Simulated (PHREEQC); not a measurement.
1 kg of water holding 0.25 mol Na2SO4, 0.018 mol KCl and 0.015 mol NaCl is evaporated at 30 °C; the solids stay in contact with the brine. The system is closed to CO2. Solids allowed: Arcanite, Glaserite, Halite, Mirabilite, Misenite, Sylvite, Thenardite. Others were left out.

All values are PHREEQC results (Pitzer model, pitzer.dat), not measurements.

```csv
water left (kg),ionic strength,water activity,Thenardite (mol),Mirabilite (mol)
1,0.783,0.989,0,0
0.8219,0.953,0.987,0,0
0.6755,1.16,0.984,0,0
0.5552,[?],0.981,0,0
0.4563,1.72,[?],0,0
0.375,2.09,0.973,0,0
0.3082,2.54,0.968,0,0
0.2533,3.09,[?],0,0
0.2082,3.76,0.954,0,0
0.1711,[?],[?],0,0
0.1407,5.57,0.932,0,0
0.1156,6.77,0.917,0,0
0.09502,8.24,0.897,0,0
0.06969,9.23,0.880,0,0.0466
0.04248,9.93,0.862,0,0.120
0.03423,10.4,0.849,0.0393,0.103
0.03423,10.4,0.849,0.0915,0.0506
0.03423,10.4,0.849,0.134,0.00780
```

Problem. Fill in the missing entries.

Solution. 
- 0.5552, ionic strength: 1.41
- 0.4563, water activity: 0.978
- 0.2533, water activity: 0.962
- 0.1711, ionic strength: 4.58
- 0.1711, water activity: 0.944

Complexes and solids missing from the database can't appear.
